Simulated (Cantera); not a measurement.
# Catalytic stagnation flow on Pt

A jet of 1.48 % CH₄, 8.75 % O₂, 89.8 % N₂, equivalence ratio 0.34 at 300 K and 18.0 Torr hits a platinum plate 5.4 cm away at a mass flux of 0.037 kg/m²/s; the plate temperature is set and raised in steps from an oxygen-covered start.

Model: Deutschmann's 1995 Pt surface mechanism with GRI-Mech 3.0 gas chemistry, integrated in Cantera. Catalytic surfaces can have several steady states; this one follows from the mechanism file's or the stated starting coverage.

| plate T (K) | wall x CH₄ | wall x O₂ | wall x H₂O | wall x OH | wall x CO | wall x CO₂ | θ free Pt | θ O* |
|---|---|---|---|---|---|---|---|---|
| 850 | 0.0122 | 0.0820 | 0.00481 | <1e-8 | 4.03e-6 | 0.00313 | 0.213 | 0.787 |
| 900 | 0.0105 | 0.0784 | 0.00799 | 2.85e-8 | 4.97e-6 | 0.00520 | 0.288 | 0.711 |
| 950 | 0.00878 | 0.0748 | 0.0112 | 9.27e-8 | 5.83e-6 | 0.00728 | 0.366 | 0.634 |
| 1000 | 0.00728 | 0.0716 | 0.0139 | 2.57e-7 | 6.66e-6 | 0.00909 | 0.443 | 0.557 |
| 1050 | 0.00608 | 0.0691 | 0.0161 | 6.23e-7 | 7.57e-6 | 0.0105 | 0.517 | 0.482 |
x: mole fraction at the wall; θ: surface coverage.
